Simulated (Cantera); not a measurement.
An isothermal, constant-pressure homogeneous reactor starts with C2H6 : N2 = 1 : 180 (molar parts), at 1348 K and 0.133 bar. Integrator tolerance rtol = 1e-08.

Detailed kinetics in Cantera: GRI-Mech 3.0 (53 species, 325 reactions). GRI-Mech 3.0 stops at C3 and has no aromatics, soot or wall deposition, so with more carbon than oxygen in the feed, carbon stays in small species such as C2H2 where larger ones or solid carbon would form.

What does this change do: temperature 1348 to 1675 K?


| quantity | before | after |
|---|---|---|
| x(C2H6) at 70.0 s | 6.58e-8 (gas-phase equilibrium 5.51e-11) | 1.57e-12 (gas-phase equilibrium <1e-12) |
| x(C2H2) at 70.0 s | 0.00506 (gas-phase equilibrium 0.000543) | 0.00544 (gas-phase equilibrium 0.000334) |
| x(HCN) at 70.0 s | 2.23e-7 (gas-phase equilibrium 0.00982) | 4.60e-5 (gas-phase equilibrium 0.0103) |
| x(H2) at 70.0 s | 0.00974 (gas-phase equilibrium 0.0109) | 0.0109 (gas-phase equilibrium 0.0109) |
| x(C2H) at 70.0 s | 1.87e-10 (gas-phase equilibrium 2.18e-11) | 8.24e-8 (gas-phase equilibrium 5.06e-9) |
